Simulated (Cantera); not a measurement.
An isothermal, constant-pressure homogeneous reactor starts with N2O : H2O = 1 : 0.027 (molar parts), at 1275 K and 750 Torr.

Cantera simulation using GRI-Mech 3.0 (53 species, 325 reactions); the numbers are that mechanism's predictions, not measurements. GRI-Mech 3.0 was tuned for natural gas; its chemistry of N2O as a main component is partial and can be far from experiment. The mechanism lacks the step 2 NO + O2 → 2 NO2, which can matter for NO2 below about 1400 K. The temperature is held fixed by assumption; the heat of reaction is taken as removed at once.

x: mole fraction; the columns are a selection and need not sum to one.

```
t (s)          x N2O   x H2O         x H        x H2       x HO2        x N2
--------  ----------  ------  ----------  ----------  ----------  ----------
2.00e-6        0.974  0.0263    1.64e-12      <1e-12    9.11e-11     2.81e-6
7.17e-6        0.974  0.0263    5.20e-11    1.08e-12     3.25e-9     1.23e-5
2.57e-5        0.974  0.0263    4.33e-10    7.31e-11     7.75e-8     5.26e-5
9.21e-5        0.973  0.0263     1.73e-9     2.44e-9     1.08e-6    0.000202
0.000330       0.973  0.0263  (withheld)  (withheld)     6.29e-6  (withheld)
0.00118        0.969  0.0262     6.61e-9     1.46e-7     6.58e-6     0.00270
0.00424        0.958  0.0261     7.04e-9     1.74e-7     4.16e-6     0.00970
0.0152         0.921  0.0258     6.67e-9     8.78e-8     2.25e-6      0.0337
0.0545    (withheld)  0.0248     6.36e-9  (withheld)  (withheld)  (withheld)
0.195          0.520  0.0223     5.54e-9     4.77e-8     3.12e-7       0.288
0.700          0.164  0.0191     2.81e-9     2.88e-8     1.06e-7       0.517
2.51          0.0107  0.0178    1.85e-10     4.98e-9     2.94e-8       0.619
9.00         4.23e-6  0.0177    3.15e-11     1.80e-9     1.61e-8       0.626
```

**Question.** Some entries are withheld; supply them.

**Answer.** 
- 0.000330, x H: 4.73e-9
- 0.000330, x H2: 3.45e-8
- 0.000330, x N2: 0.000742
- 0.0545, x N2O: 0.802
- 0.0545, x H2: 6.05e-8
- 0.0545, x HO2: 9.15e-7
- 0.0545, x N2: 0.109
